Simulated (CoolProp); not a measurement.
Vapour-liquid equilibrium of R125 (1) + propylene (2) at -18.65 °C; x and y are mole fractions of (1).

Values from CoolProp's multi-fluid Helmholtz-energy mixture model, Lemmon 2005 and Lemmon 2013; pair parameters Bell 2016.

```tsv
x	bubble pressure (MPa)	y at the bubble point	dew pressure at overall composition x (MPa)	liquid density (mol/L)
0.05	0.3507	0.122	0.3323	13.45
0.2	0.4064	0.327	0.3715	13.00
0.35	0.4312	0.437	0.4122	12.61
0.5	0.4401	0.519	0.4390	12.30
0.65	0.4374	0.603	0.4314	12.04
0.8	0.4200	0.714	0.4011	11.85
0.95	0.3775	0.901	0.3661	11.71
```

y crosses x between x = 0.5 and 0.65: the model has an azeotrope there.

Pair parameters are fitted to limited data, so mixtures are less certain than the pure fluids.
